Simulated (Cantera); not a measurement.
An isothermal, constant-pressure homogeneous reactor starts with 11.4 % C2H6, 88.6 % N2, at 1175 K and 0.0345 atm.

Computed with Cantera and GRI-Mech 3.0 (53 species, 325 reactions). GRI-Mech 3.0 stops at C3 and has no aromatics, soot or wall deposition, so with more carbon than oxygen in the feed, carbon stays in small species such as C2H2 where larger ones or solid carbon would form. Radical loss at walls, strong at low pressure, is not modelled.

### Question
Predict: x(C2H6) at 200 s; x(H) at 200 s; x(C2H4) at 200 s; x(C2H2) at 200 s; x(CH4) at 200 s.

### Answer
```
Property                                           Result
----------------  ---------------------------------------
x(C2H6) at 200 s  7.91e-6 (gas-phase equilibrium 4.24e-6)
x(H) at 200 s     4.84e-7 (gas-phase equilibrium 2.49e-7)
x(C2H4) at 200 s  0.00772 (gas-phase equilibrium 0.00411)
x(C2H2) at 200 s    0.0785 (gas-phase equilibrium 0.0459)
x(CH4) at 200 s     0.0184 (gas-phase equilibrium 0.0303)
```
